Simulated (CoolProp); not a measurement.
Computed with CoolProp (reference Helmholtz-energy equation of state, Tillner-Roth 1997).

Question: Give the vapour pressure (bar), liquid density (kg/m³), vapour density (kg/m³), enthalpy of vaporisation (kJ/kg) of saturated CH2F2 (R32) at -45.55, -5.15 °C.

Answer: 
```tsv
T (°C)	p (bar)	liquid density (kg/m³)	vapour density (kg/m³)	enthalpy of vaporisation (kJ/kg)
-45.55	1.37	1200	3.97	375
-5.15	6.87	1070	18.7	323
```
